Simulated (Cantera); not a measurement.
An isothermal plug-flow reactor at 550 K and 130000 Pa (inlet), inlet velocity 0.28 m/s, active area per volume 950 1/m; feed H₂ : O₂ : N₂ = 0.026 : 0.085 : 0.79 (molar parts).

Cantera simulation using Deutschmann's 1995 Pt surface mechanism with GRI-Mech 3.0 gas chemistry; the numbers are that mechanism's predictions, not measurements. Catalytic surfaces can have several steady states; this one follows from the mechanism file's or the stated starting coverage. Mass transfer to the wall is taken as infinitely fast.

Q: What does this change do: pressure from 130000 Pa to 65000 Pa?

A: 
```csv
quantity,before,after
x(H₂) at z = 0.01 m,5.30e-5,5.24e-5
x(O₂) at z = 0.01 m,0.0811,0.0811
x(H₂O) at z = 0.01 m,0.0292,0.0292
θ(free Pt) at the exit,0.00105,0.00107
θ(O*) at the exit,0.994,0.996
θ(OH*) at the exit,0.00446,0.00319
```
